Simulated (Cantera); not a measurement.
Feed: 1 mol Si, 9.6 mol HBr, 19 mol N₂, at 1.00 bar.

Equilibrium computed with Cantera from the NASA thermochemical tables; the gas is ideal and each condensed phase is pure. Candidate condensed phases: Br₂, Si, Si₃N₄; 28 gas species. N₂ is the only nitrogen source here; it is nearly inert below about 1500 K, so the nitride shown seldom forms there in practice. The tables' values for SiBr₃ are old estimates; treat these amounts as uncertain. Equilibrium is a limit: real reactors are often held back by kinetics, nucleation or transport.

log p: log10 of the partial pressure in bar; n: condensed amount in mol.

| T (K) | log p N₂ | log p HBr | log p H₂ | log p SiBr₄ | log p SiBr₂ | n Si₃N₄(s) |
|---|---|---|---|---|---|---|
| 1298 | -0.17 | -0.62 | -1.26 | -1.57 | -3.81 | 0.0801 |
| 1348 | -0.17 | -0.62 | -1.26 | -1.58 | -3.41 | 0.0794 |
| 1398 | -0.17 | -0.62 | -1.27 | -1.59 | -3.04 | 0.0767 |
| 1448 | -0.17 | -0.63 | -1.26 | -1.61 | -2.70 | [?] |
| 1498 | -0.17 | -0.63 | -1.26 | -1.64 | -2.39 | [?] |
| 1548 | -0.17 | -0.63 | -1.25 | -1.68 | -2.11 | [?] |
| 1598 | -0.17 | -0.64 | -1.24 | -1.75 | -1.87 | 0 |
| 1648 | -0.17 | -0.63 | -1.27 | -1.87 | -1.76 | 0 |

Task: Some entries are withheld; supply them.

Result: 
- 1448, n Si₃N₄(s): 0.0703
- 1498, n Si₃N₄(s): 0.0576
- 1548, n Si₃N₄(s): 0.0350
